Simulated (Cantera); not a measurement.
## Adiabatic ignition

An adiabatic, constant-pressure homogeneous reactor starts with 9.51 % C3H8, 19.0 % O2, 71.5 % N2, at 1150 K and 500000 Pa.

Model: GRI-Mech 3.0 (53 species, 325 reactions), integrated in Cantera. GRI-Mech 3.0 was tuned for natural gas; its chemistry of propane as a main component is partial and can be far from experiment.

| t (s) | T (K) | x C3H8 | x O2 | x OH | x CH3 | x NO |
|---|---|---|---|---|---|---|
| 3.00e-6 | 1150 | 0.0951 | 0.190 | 9.42e-11 | 4.56e-7 | <1e-12 |
| 8.77e-6 | 1150 | 0.0951 | 0.190 | 3.12e-10 | 1.40e-6 | <1e-12 |
| 2.56e-5 | 1150 | 0.0950 | 0.190 | 1.58e-9 | 4.58e-6 | <1e-12 |
| 7.50e-5 | 1150 | 0.0950 | 0.190 | 6.81e-9 | 1.45e-5 | <1e-12 |
| 0.000219 | 1150 | 0.0948 | 0.190 | 9.93e-9 | 2.12e-5 | <1e-12 |
| 0.000641 | 1150 | 0.0942 | 0.190 | 1.16e-8 | 2.22e-5 | <1e-12 |
| 0.00187 | 1149 | 0.0922 | 0.189 | 1.64e-8 | 2.40e-5 | <1e-12 |
| 0.00548 | 1155 | 0.0823 | 0.184 | 6.45e-8 | 3.74e-5 | <1e-12 |
| 0.0160 | 2061 | 2.27e-11 | 4.22e-9 | 1.90e-5 | 0.000101 | 3.89e-6 |
| 0.0468 | 2043 | <1e-12 | 2.30e-9 | 1.32e-5 | 9.61e-6 | 4.79e-6 |
| 0.137 | 2042 | <1e-12 | 2.22e-9 | 1.29e-5 | 1.99e-9 | 4.67e-6 |
| 0.400 | 2042 | <1e-12 | 2.22e-9 | 1.29e-5 | 1.21e-9 | 3.40e-6 |
| 1.17 | 2042 | <1e-12 | 2.22e-9 | 1.29e-5 | 1.17e-9 | 1.93e-6 |
| 3.42 | 2042 | <1e-12 | 2.22e-9 | 1.29e-5 | 1.16e-9 | 9.96e-7 |
| 10.0 | 2042 | <1e-12 | 2.22e-9 | 1.29e-5 | 1.16e-9 | 7.28e-7 |
x: mole fraction; the columns are a selection and need not sum to one.

The time of steepest temperature rise comes out as 7.63 ms and the temperature at 10.0 s is 2042 K. The equilibrium temperature is 2042 K. The x(C3H8) at 10.0 s is <1e-12 (gas-phase equilibrium <1e-12) and the x(O2) at 10.0 s comes out as 2.22e-9 (gas-phase equilibrium 2.22e-9). The x(OH) at 10.0 s is 1.29e-5 (gas-phase equilibrium 1.29e-5).
